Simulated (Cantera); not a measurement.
Feed: 1 mol Si3N4, 6.5 mol H2O, 1.2 mol N2, held at 1025 K and 0.825 Torr.

Method: chemical equilibrium by Gibbs-energy minimisation in Cantera with the NASA 1993 tables (ideal gas, pure condensed phases). Candidate condensed phases: H2O, Si, SiO2, Si2N2O, Si3N4; 35 gas species. Kinetics and transport are ignored.

Base state: H2 0.619, N2 0.330, H2O 0.0515 (mole fractions); condensed: SiO2(β-quartz).

### Question
What changes in the equilibrium state with this change: temperature from 1025 K to 1673 K?

### Answer
```csv
species,before,after
H2,0.619,0.614
N2,0.330,0.329
H2O,0.0515,0.0530
H,1.03e-7,0.00269
SiO,<1e-9,0.00158
OH,<1e-9,1.12e-5
"SiO2(β-quartz), mol",3.00,2.98
```
The tables hold silica as quartz up to 1696 K and as liquid above; real silica turns to tridymite and cristobalite and melts near 1996 K.
